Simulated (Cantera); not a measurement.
A freely propagating, adiabatic, planar premixed flame of CH₄ : H₂ : O₂ : N₂ : H₂O = 1 : 0.031 : 1.83 : 6.89 : 0.36 (molar parts), equivalence ratio 1.1, unburnt at 700 K and 1.00 bar; mixture-averaged transport, grid criteria slope 0.08 and curve 0.16, no radiation.

Model: GRI-Mech 3.0 (53 species, 325 reactions), integrated in Cantera. Burning velocities carry a grid error of a few per cent, more on coarse grids.

What does this change do: N2 6.89 to 8.9 parts?


| quantity | before | after |
|---|---|---|
| laminar burning velocity | 164 cm/s | 113 cm/s |
| thermal thickness | 0.325 mm | 0.420 mm |
| peak x(OH) | 0.0105 | 0.00667 |
| peak x(HO₂) | 0.000173 | 0.000122 |

What does this change do: O2 1.83 to 2.3 parts?


```csv
quantity,before,after
laminar burning velocity,164 cm/s,210 cm/s
thermal thickness,0.325 mm,0.273 mm
peak x(OH),0.0105,0.0155
peak x(HO₂),0.000173,0.000263
```
